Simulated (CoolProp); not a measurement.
Properties of n-pentane at several states.

Model: reference Helmholtz-energy equation of state, Thol 2019, in CoolProp.

```tsv
T (°C)	p (MPa)	phase	density (kg/m³)	cp (kJ/(kg K))	viscosity (µPa s)	fugacity coefficient
-102.15	0.315	liquid	738.7	___	481	2.399e-5
104.75	0.184	gas	___	2.057	8.46	0.9612
318.45	7.93	supercritical	176.5	3.590	___	___
-72.55	0.116	liquid	712.0	___	451	0.001814
142.55	5.33	liquid	___	___	62.1	___
298.55	0.797	gas	12.62	2.837	12.5	0.9597
```

### Question
What belongs in the gaps?

### Answer

- -102.15, cp (kJ/(kg K)): 1.963
- 104.75, density (kg/m³): 4.402
- 318.45, viscosity (µPa s): 13.2
- 318.45, fugacity coefficient: 0.6965
- -72.55, cp (kJ/(kg K)): 1.996
- 142.55, density (kg/m³): 496.5
- 142.55, cp (kJ/(kg K)): 2.948
- 142.55, fugacity coefficient: 0.2438

Viscosity comes from a separate model (Quiñones-Cisneros 2006), older than the equation that it now runs on, and unchecked against measurements.
